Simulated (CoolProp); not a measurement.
A closed Brayton cycle with carbon dioxide: compressor inlet 311.15 K and 9.6 MPa, high pressure 22.2 MPa, turbine inlet 965 K, compressor efficiency 0.89, turbine efficiency 0.93, recuperator effectiveness 0.9 (on enthalpy, no pinch check). Each further row changes one setting.

Computed with CoolProp (reference Helmholtz-energy equation of state, Span 1996).

| case | thermal efficiency (%) | net work (kJ/kg) | compressor to turbine work | compressor exit (K) | turbine exit (K) |
|---|---|---|---|---|---|
| as stated | 37.1 | 116 | 0.15 | 336.7 | 849.6 |
| turbine inlet 915 K | 36.2 | 109 | 0.16 | 336.7 | 803.6 |
| compressor inlet 321.15 K | 37.2 | 106 | 0.22 | 373.9 | 849.6 |
| high pressure 18.9 MPa | 34.0 | 96.5 | 0.14 | 331.3 | 871.1 |
| recuperator effectiveness 0.5 | 20.5 | 116 | 0.15 | 336.7 | 849.6 |
